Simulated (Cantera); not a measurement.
An adiabatic, constant-pressure homogeneous reactor starts with 19.0 % CO, 26.6 % H2, 11.4 % O2, 43.0 % N2, at 1648 K and 5.60 bar.

Detailed kinetics in Cantera: GRI-Mech 3.0 (53 species, 325 reactions). The hydrogen kinetics of GRI-Mech 3.0 are dated; newer H2 mechanisms differ, most at raised pressure.

x: mole fraction; the columns are a selection and need not sum to one.

| t (s) | T (K) | x CO | x H2 | x O2 | x H | x H2O2 | x HO2 |
|---|---|---|---|---|---|---|---|
| 4.00e-6 | 2523 | 0.158 | 0.0890 | 0.00707 | 0.0603 | … | 9.58e-6 |
| 8.25e-6 | 2808 | 0.162 | 0.0901 | 0.00369 | 0.0352 | … | 4.74e-6 |
| 1.70e-5 | 2955 | 0.164 | 0.0903 | 0.00197 | 0.0232 | … | 2.76e-6 |
| 3.50e-5 | 2993 | 0.164 | 0.0904 | 0.00153 | 0.0201 | 2.97e-7 | 2.20e-6 |
| 7.22e-5 | 2993 | 0.164 | 0.0907 | 0.00147 | 0.0198 | 2.90e-7 | 2.12e-6 |
| 0.000149 | 2989 | 0.164 | 0.0911 | 0.00142 | 0.0196 | 2.84e-7 | 2.05e-6 |
| 0.000307 | 2987 | 0.165 | 0.0915 | 0.00138 | 0.0195 | 2.78e-7 | 2.00e-6 |
| 0.000632 | 2986 | 0.165 | 0.0916 | 0.00137 | 0.0195 | 2.76e-7 | 1.98e-6 |
| 0.00130 | 2986 | 0.165 | 0.0916 | 0.00136 | 0.0195 | 2.76e-7 | 1.98e-6 |
| 0.00269 | 2986 | 0.165 | 0.0916 | 0.00136 | 0.0195 | 2.76e-7 | 1.98e-6 |
| 0.00554 | 2986 | 0.165 | 0.0916 | 0.00136 | 0.0195 | 2.76e-7 | 1.98e-6 |
| 0.0114 | 2986 | 0.165 | 0.0916 | 0.00136 | 0.0195 | 2.76e-7 | 1.98e-6 |
| 0.0235 | 2986 | 0.165 | 0.0916 | 0.00136 | 0.0195 | 2.76e-7 | 1.98e-6 |
| 0.0485 | 2986 | 0.165 | 0.0916 | 0.00136 | 0.0195 | 2.76e-7 | 1.98e-6 |
| 0.100 | 2986 | 0.165 | 0.0916 | 0.00136 | 0.0195 | 2.76e-7 | 1.98e-6 |

Complete the blanks.


- 4.00e-6, x H2O2: 5.20e-7
- 8.25e-6, x H2O2: 3.80e-7
- 1.70e-5, x H2O2: 3.24e-7
